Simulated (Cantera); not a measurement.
Charge: 1 mol SiHCl₃, 93 mol N₂, equilibrated at 308 Torr.

Method: chemical equilibrium by Gibbs-energy minimisation in Cantera with the NASA 1993 tables (ideal gas, pure condensed phases). Candidate condensed phases: NH₄Cl, Si, Si₃N₄; 28 gas species. N₂ is the only nitrogen source here; it is nearly inert below about 1500 K, so the nitride shown seldom forms there in practice. Equilibrium is a limit: real reactors are often held back by kinetics, nucleation or transport.

**Question.** What share of the Si ends up in condensed phases as a function of T (°C), at 625, 675, 725, 775, 825, 875, 925, 975, 1025, 1075, 1125, 1175, 1225, 1275?

**Answer.** 
| T (°C) | Si condensed (%) | as |
|---|---|---|
| 625 | 46.8 | Si₃N₄(s) |
| 675 | 47.1 | Si₃N₄(s) |
| 725 | 47.3 | Si₃N₄(s) |
| 775 | 47.5 | Si₃N₄(s) |
| 825 | 47.6 | Si₃N₄(s) |
| 875 | 47.7 | Si₃N₄(s) |
| 925 | 47.7 | Si₃N₄(s) |
| 975 | 47.5 | Si₃N₄(s) |
| 1025 | 47.1 | Si₃N₄(s) |
| 1075 | 46.3 | Si₃N₄(s) |
| 1125 | 44.5 | Si₃N₄(s) |
| 1175 | 41.4 | Si₃N₄(s) |
| 1225 | 36.3 | Si₃N₄(s) |
| 1275 | 29.0 | Si₃N₄(s) |
